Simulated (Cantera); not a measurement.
Cantera run, input and output.

```python
import numpy as np
import cantera as ct

gas = ct.Solution("h2o2.yaml")


def delay(T, t_max=10):
    gas.TPX = T, 150000, {'H2': 1, 'O2': 0.676, 'N2': 2.54}
    reactor = ct.IdealGasReactor(gas, clone=False)
    net = ct.ReactorNet([reactor])
    net.rtol, net.atol = 1e-8, 1e-16
    while net.time < t_max:
        t_old, T_old = net.time, reactor.T
        net.step()
        if reactor.T > T + 400:  # ignition: a rise of 400 K
            return t_old + (T + 400 - T_old) / (reactor.T - T_old) * (net.time - t_old)
    return np.nan


taus = []
for T in [1248, 1323, 1398, 1473, 1548, 1623, 1698, 1773, 1848]:
    taus.append(delay(T))
    print(f"T0 = {T:6g} K   tau = {taus[-1]:.4e} s")
```

Result:

```
T0 =   1248 K   tau = 2.4005e-05 s
T0 =   1323 K   tau = 1.7247e-05 s
T0 =   1398 K   tau = 1.3247e-05 s
T0 =   1473 K   tau = 1.0760e-05 s
T0 =   1548 K   tau = 9.1903e-06 s
T0 =   1623 K   tau = 8.2220e-06 s
T0 =   1698 K   tau = 7.6739e-06 s
T0 =   1773 K   tau = 7.4371e-06 s
T0 =   1848 K   tau = 7.4438e-06 s
```

Model: the H2/O2 subset of GRI-Mech 3.0, which has no nitrogen chemistry, integrated in Cantera. Where the delays flatten at high temperature, the 400 K rule measures the pace of heat release, not the induction time.
